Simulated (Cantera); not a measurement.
Charge: 1 mol Si, a varied amount of HCl, 31 mol N2, held at 9.60 mbar.

Cantera equilibrium calculation (NASA polynomials, part measured and part estimated; ideal gas, pure solids and liquids). Candidate condensed phases: NH4Cl, Si, Si3N4; 28 gas species. N2 is the only nitrogen source here; it is nearly inert below about 1500 K, so the nitride shown seldom forms there in practice. The tables' values for SiCl3 are old estimates. Kinetics and transport are ignored.

What condenses at these points (T in K, n(HCl) in mol): (923, 11); (1048, 5.8); (1023, 18); (798, 6.8); (1048, 4.9)?


| T (K) | n(HCl) in mol | condensed phases | Si condensed (%) |
|---|---|---|---|
| 923 | 11 | gas only | 0.0 |
| 1048 | 5.8 | Si3N4 | 53.5 |
| 1023 | 18 | gas only | 0.0 |
| 798 | 6.8 | Si3N4 | 29.5 |
| 1048 | 4.9 | Si3N4 | 62.0 |
